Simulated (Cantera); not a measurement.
An isothermal, constant-pressure homogeneous reactor starts with C2H6 : H2 = 1 : 2 (molar parts), at 1900 K and 0.0132 atm. Integrator tolerance rtol = 1e-08.

Model: GRI-Mech 3.0 (53 species, 325 reactions), integrated in Cantera. GRI-Mech 3.0 stops at C3 and has no aromatics, soot or wall deposition, so with more carbon than oxygen in the feed, carbon stays in small species such as C2H2 where larger ones or solid carbon would form. Radical loss at walls, strong at low pressure, is not modelled.

### Question
What does this change do: pressure from 0.0132 atm to 0.0263 atm?

### Answer
```
quantity                                              before                                      after
-----------------  -----------------------------------------  -----------------------------------------
x(C2H6) at 2.00 s  5.86e-10 (gas-phase equilibrium 2.12e-10)   1.10e-9 (gas-phase equilibrium 8.54e-10)
x(H2) at 2.00 s          0.794 (gas-phase equilibrium 0.794)        0.796 (gas-phase equilibrium 0.796)
x(C2H2) at 2.00 s        0.199 (gas-phase equilibrium 0.199)        0.199 (gas-phase equilibrium 0.199)
x(C2H4) at 2.00 s    2.55e-5 (gas-phase equilibrium 2.55e-5)    5.11e-5 (gas-phase equilibrium 5.10e-5)
x(CH4) at 2.00 s   0.000219 (gas-phase equilibrium 0.000120)  0.000285 (gas-phase equilibrium 0.000242)
```

### Question
What does this change do: 0.1 parts H2O added?

### Answer
```json
[
 {"quantity": "x(C2H6) at 2.00 s", "before": "5.86e-10 (gas-phase equilibrium 2.12e-10)", "after": "2.48e-9 (gas-phase equilibrium 1.93e-10)"},
 {"quantity": "x(H2) at 2.00 s", "before": "0.794 (gas-phase equilibrium 0.794)", "after": "0.792 (gas-phase equilibrium 0.792)"},
 {"quantity": "x(C2H2) at 2.00 s", "before": "0.199 (gas-phase equilibrium 0.199)", "after": "0.182 (gas-phase equilibrium 0.182)"},
 {"quantity": "x(C2H4) at 2.00 s", "before": "2.55e-5 (gas-phase equilibrium 2.55e-5)", "after": "2.34e-5 (gas-phase equilibrium 2.32e-5)"},
 {"quantity": "x(CH4) at 2.00 s", "before": "0.000219 (gas-phase equilibrium 0.000120)", "after": "0.000467 (gas-phase equilibrium 0.000115)"}
]
```
